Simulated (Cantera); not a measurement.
A closed system holds: 1 mol B2O3, 50 mol H2, 3.1 mol NH3, held at 1225 K and 1000 Pa.

These are equilibrium values from Cantera (NASA tables, ideal gas, pure condensed phases), not measurements of a reactor. Candidate condensed phases: B, BN, B2O3, B3O3H3, H2O; 39 gas species. Mutual solubility and eutectic melting of coexisting phases are not modelled. The numbers say what is thermodynamically allowed, not how fast it happens.

Base state: H2 0.972, N2 0.0274, H2O 0.000556, HBO2 0.000278, HBO 3.26e-5 (mole fractions); condensed: BN(s) + B2O3(l).

Task: What changes in the equilibrium state with this change: temperature from 1225 K to 1398.15 K?

Result: 
| species | before | after |
|---|---|---|
| H2 | 0.972 | 0.969 |
| N2 | 0.0274 | 0.0272 |
| HBO2 | 0.000278 | 0.00207 |
| HBO | 3.26e-5 | 0.00109 |
| B2O2 | 2.04e-8 | 1.22e-5 |
| B2O3 | 2.05e-6 | 0.000230 |
| BN(s), mol | 0.0254 | 0.0371 |
| B2O3(l), mol | 0.978 | 0.879 |
